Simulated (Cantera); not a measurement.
Feed: 1 mol CH2F2, 0.83 mol Si, equilibrated at 825 K and 1.00 bar.

Method: chemical equilibrium by Gibbs-energy minimisation in Cantera with the NASA 1993 tables (ideal gas, pure condensed phases). Candidate condensed phases: C, C6H6, C7H8, C8H18, Si, SiC; 113 gas species. The numbers say what is thermodynamically allowed, not how fast it happens.

Base state: H2 0.436, SiF4 0.389, CH4 0.172, SiHF3 0.00243 (mole fractions); condensed: C(graphite) + SiC(s).

**Question.** What changes in the equilibrium state with this change: pressure from 1.00 bar to 0.230 bar?

**Answer.** 
| species | before | after |
|---|---|---|
| H2 | 0.436 | 0.574 |
| SiF4 | 0.389 | 0.355 |
| CH4 | 0.172 | 0.0687 |
| SiHF3 | 0.00243 | 0.00180 |
| C(graphite), mol | 0.451 | 0.574 |
| SiC(s), mol | 0.329 | 0.329 |
